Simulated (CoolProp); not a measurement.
Properties of CF4 (R14) along the isotherm 312 K (Tc = 227.4 K, pc = 3762 kPa, ω = 0.178).

Computed with CoolProp (reference Helmholtz-energy equation of state, Platzer 1990). This equation is an older, rougher fit; its heat capacities, sound speeds and derivatives of the liquid may be far off and weren't checked against measurements.

```tsv
p (kPa)	phase	Z	viscosity (µPa s)	conductivity (mW/(m K))
1050	gas	0.9675	18.4	17.5
2090	gas	0.9359	19.1	18.0
3140	gas	0.9048	19.9	18.7
4180	supercritical	0.8750	20.8	19.4
5230	supercritical	0.8465	22.0	20.2
6270	supercritical	0.8203	23.3	21.1
7320	supercritical	0.7966	24.8	22.2
8360	supercritical	0.7768	26.4	23.4
9410	supercritical	0.7612	28.3	24.7
```

Viscosity comes from a separate model (Huber 2003), an estimate that may be off by 10 % or more. Thermal conductivity comes from a separate model (Huber 2003), an estimate that may be off by 10 % or more.
